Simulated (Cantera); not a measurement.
A closed system holds: 1 mol CaF₂, 13 mol N₂, held at 500 °C and 750 Torr.

Cantera equilibrium calculation (NASA polynomials, part measured and part estimated; ideal gas, pure solids and liquids). Candidate condensed phases: Ca, CaF₂; 11 gas species. Equilibrium is a limit: real reactors are often held back by kinetics, nucleation or transport.

### Question
What is the equilibrium state?

### Answer
- x(N₂): 1.00
- n(CaF₂(s)): 1.00 mol
- gas amount: 13.00 mol
- log10 activity of Ca(s) (absent): -11.17
